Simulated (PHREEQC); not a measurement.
A solution holds 0.014 mol/kgw ZnCl2, 0.00061 mol/kgw KCl and 0.053 mol/kgw FeSO4, at 30 °C. Closed to the air; pH follows from the charge balance.

Equilibrium calculation in PHREEQC: ion-association model, phreeqc.dat.

Each row changes one thing in this solution. This is a speciation only: nothing precipitates in the calculation.

```csv
case,pH,ionic strength (mol/kgw),Zn+2 (mol/kgw),K+ (mol/kgw),ZnCl+ (mol/kgw),ZnCl2 (mol/kgw),SI of Zn(OH)2(e) (Zn(OH)2),SI of Sylvite (KCl)
as made,5.64,0.153,0.00768,0.000574,0.000231,3.60e-6,-2.83,-5.99
FeSO4 from 0.053 to 0.265 mol/kgw,5.70,[?],0.00491,0.000522,9.33e-5,9.97e-7,-3.09,-6.16
KCl from 0.00061 to 0.00305 mol/kgw,5.64,0.156,0.00771,0.00287,0.000251,4.22e-6,-2.84,-5.26
FeSO4 left out,5.41,0.0413,0.0134,0.000610,0.000607,1.22e-5,-2.86,[?]
FeSO4 from 0.053 to 0.0053 mol/kgw,5.47,0.0534,0.0118,0.000604,0.000496,9.62e-6,-2.83,-5.88
ZnCl2 from 0.014 to 0.0154 mol/kgw,[?],0.156,0.00854,0.000575,0.000280,4.76e-6,-2.82,-5.95
diluted 10-fold with water,5.88,0.0197,0.00105,6.00e-5,5.81e-6,1.33e-8,-2.96,-7.82
temperature from 30 to 20 °C,5.75,0.159,0.00773,0.000578,0.000151,2.26e-6,-2.60,-5.94
```

Complete the blanks.


- FeSO4 from 0.053 to 0.265 mol/kgw, ionic strength (mol/kgw): 0.539
- FeSO4 left out, SI of Sylvite (KCl): -5.86
- ZnCl2 from 0.014 to 0.0154 mol/kgw, pH: 5.62

Species that the database lacks are ignored.
